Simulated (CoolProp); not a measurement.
Dry air at 298.15 K and 11.8 MPa is throttled through a valve to 4.54 MPa with no heat exchange. Each further row changes one setting.

Values from CoolProp's reference Helmholtz-energy equation of state, Lemmon 2000. It is a pseudo-pure fit of the blend.

```json
[
 {"case": "as stated", "temperature change (K)": "-12.7", "final phase": "supercritical", "final density (kg/m³)": "56.2"},
 {"case": "outlet pressure 1.36 MPa", "temperature change (K)": "-20.1", "final phase": "gas", "final density (kg/m³)": "17.2"},
 {"case": "outlet pressure 5.9 MPa", "temperature change (K)": "-9.9", "final phase": "supercritical", "final density (kg/m³)": "72.4"}
]
```
